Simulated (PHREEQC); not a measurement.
Synthetic water in mmol/kgw, 25 °C, pH 8:

```json
[
 {"constituent": "Na", "mmol/kgw": "91.8"},
 {"constituent": "K", "mmol/kgw": "8.62"},
 {"constituent": "Ca", "mmol/kgw": "3.54"},
 {"constituent": "Mg", "mmol/kgw": "2.37"},
 {"constituent": "Cl", "mmol/kgw": "71.5"},
 {"constituent": "S(6)", "mmol/kgw": "17.1"},
 {"constituent": "Alkalinity (meq/kgw)", "mmol/kgw": "0.0748"},
 {"constituent": "Si", "mmol/kgw": "0.495"}
]
```

Cl is adjusted to close the charge balance.
Valence states are taken as typed.

The numbers come from PHREEQC with the Pitzer model, pitzer.dat.

**Question.** The ionic strength comes out as 0.135 mol/kgw. What activity coefficients do OH-, SO4-2, Cl-, Mg+2, HCO3- get?

**Answer.** OH- 0.72, SO4-2 0.27, Cl- 0.75, Mg+2 0.30, HCO3- 0.83. Single-ion values are on the MacInnes scale.

No solid was allowed to form. Species that the database lacks are ignored.
